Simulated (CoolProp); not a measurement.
A single-stage vapour-compression cycle with R22: evaporating at 286.15 K (dew point), condensing at 308.15 K (bubble point), superheat 2 K, subcooling 2 K, compressor efficiency 0.85, no pressure losses. Each further row changes one setting.

Computed with CoolProp (reference Helmholtz-energy equation of state, Kamei 1995).

| case | cooling COP | pressure ratio | discharge temperature (K) | refrigerating effect (kJ/kg) | volumetric capacity (kJ/m³) |
|---|---|---|---|---|---|
| as stated | 9.85 | 1.82 | 322.6 | 171 | 5310 |
| evaporating temperature 291.15 K | 13.2 | 1.57 | 319.6 | 172 | 6190 |
| condensing temperature 303.15 K | 13.1 | 1.60 | 315.0 | 177 | 5510 |
| subcooling 7 K | 10.2 | 1.82 | 322.6 | 177 | 5510 |
| superheat 12 K | 9.74 | 1.82 | 332.9 | 179 | 5260 |
| compressor efficiency 0.75 | 8.69 | 1.82 | 325.3 | 171 | 5310 |
